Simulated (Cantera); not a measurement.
Feed: 1 mol Mg(OH)2, 0.77 mol CO2, 8.6 mol O2, equilibrated at 1900 K and 13.3 mbar.

Method: chemical equilibrium by Gibbs-energy minimisation in Cantera with the NASA 1993 tables (ideal gas, pure condensed phases). Candidate condensed phases: C, C6H6, C7H8, C8H18, H2O, Mg, MgCO3, MgO, Mg(OH)2; 116 gas species. Kinetics and transport are ignored.

Base state: O2 0.825, H2O 0.0936, CO2 0.0737, OH 0.00490, O 0.00235, CO 0.000385, H2 0.000116, H 7.41e-5 (mole fractions); condensed: MgO(s).

What changes in the equilibrium state with this change: temperature from 1900 K to 1448 K?


```
species        before     after
-----------  --------  --------
O2              0.825     0.829
H2O            0.0936    0.0963
CO2            0.0737    0.0742
OH            0.00490  0.000199
H             7.41e-5   7.33e-8
CO           0.000385   1.54e-6
O             0.00235   1.54e-5
MgO(s), mol     1.000      1.00
```
